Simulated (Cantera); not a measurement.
What does this Cantera script print?

```python
import numpy as np
import cantera as ct

gas = ct.Solution("gri30.yaml")
gas.TP = 300, 93000
flame = ct.CounterflowDiffusionFlame(gas, width=0.02)
flame.fuel_inlet.X, flame.fuel_inlet.T = {'CH4': 1, 'CO': 0.55}, 623
flame.oxidizer_inlet.X, flame.oxidizer_inlet.T = {'O2': 0.24, 'N2': 0.76}, 475
flame.set_refine_criteria(ratio=3, slope=0.12, curve=0.24, prune=0.03)
show = ['OH', 'H', 'NO', 'CO', 'C2H2']

rows = []
print(f"{'mdot':>8s}{'a_max':>10s}{'a_mean':>10s}{'Tmax/K':>9s}" + "".join(f"{s:>11s}" for s in show) + "   (peak mole fractions)")
for i, mdot in enumerate([0.23, 0.32, 0.44, 0.6, 0.81, 1.1, 1.5, 2.1]):  # kg/m2/s on the oxidiser side
    flame.oxidizer_inlet.mdot, flame.fuel_inlet.mdot = mdot, 0.69 * mdot
    flame.solve(loglevel=0, auto=(i == 0))
    if flame.T.max() < max(623, 475) + 100:
        print(f"{mdot:8.3g}  no burning solution found from the previous one")
        break
    dT = np.abs(np.gradient(flame.T, flame.grid))
    rows.append([flame.strain_rate("max"), flame.strain_rate("mean"), flame.T.max(),
                 *(flame.X[gas.species_index(s)].max() for s in show), max(dT[0], dT[-1]) / dT.max()])
    print(f"{mdot:8.3g}{rows[-1][0]:10.1f}{rows[-1][1]:10.1f}{rows[-1][2]:9.1f}" + "".join(f"{x:11.3e}" for x in rows[-1][3:-1]))
```

Result:

```
    mdot     a_max    a_mean   Tmax/K         OH          H         NO         CO       C2H2   (peak mole fractions)
    0.23     178.9      38.6   2239.5  1.095e-02  5.463e-03  3.950e-04  3.548e-01  1.588e-02
    0.32     238.8      53.8   2223.8  1.095e-02  5.766e-03  3.650e-04  3.548e-01  1.516e-02
    0.44     316.8      73.9   2208.9  1.091e-02  6.043e-03  3.367e-04  3.548e-01  1.446e-02
     0.6     418.7     100.8   2195.1  1.083e-02  6.308e-03  3.097e-04  3.548e-01  1.384e-02
    0.81     549.9     136.1   2181.6  1.073e-02  6.553e-03  2.823e-04  3.548e-01  1.323e-02
     1.1     728.8     184.8   2168.3  1.061e-02  6.805e-03  2.533e-04  3.548e-01  1.260e-02
     1.5     969.4     252.0   2151.6  1.038e-02  7.010e-03  2.205e-04  3.548e-01  1.188e-02
     2.1    1324.6     352.8   2130.5  1.002e-02  7.162e-03  1.827e-04  3.548e-01  1.100e-02
```

Computed with Cantera and GRI-Mech 3.0 (53 species, 325 reactions). GRI-Mech 3.0 has no aromatics or soot, which form on the fuel side of real flames. The maximum strain rate includes the flame's own expansion and is several times the mean.
